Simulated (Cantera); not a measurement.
An isothermal, constant-pressure homogeneous reactor starts with H₂ : O₂ : H₂O = 0.14 : 1 : 0.0037 (molar parts), equivalence ratio 0.070, at 1473 K and 0.0263 atm.

Model: the H2/O2 subset of GRI-Mech 3.0, which has no nitrogen chemistry, integrated in Cantera. Radical loss at walls, strong at low pressure, is not modelled. The temperature is held fixed by assumption; the heat of reaction is taken as removed at once.

**Question.** Predict: x(H₂) at 2.00 s; x(O₂) at 2.00 s; x(H₂O) at 2.00 s; x(HO₂) at 2.00 s; x(H) at 2.00 s; x(OH) at 2.00 s; x(O) at 2.00 s.

**Answer.** 
| Property | Value |
|---|---|
| x(H₂) at 2.00 s | 1.32e-6 (gas-phase equilibrium 1.16e-6) |
| x(O₂) at 2.00 s | 0.866 (gas-phase equilibrium 0.866) |
| x(H₂O) at 2.00 s | 0.134 (gas-phase equilibrium 0.134) |
| x(HO₂) at 2.00 s | 2.07e-7 (gas-phase equilibrium 2.16e-7) |
| x(H) at 2.00 s | 1.02e-7 (gas-phase equilibrium 8.40e-8) |
| x(OH) at 2.00 s | 0.000268 (gas-phase equilibrium 0.000252) |
| x(O) at 2.00 s | 1.82e-5 (gas-phase equilibrium 1.60e-5) |
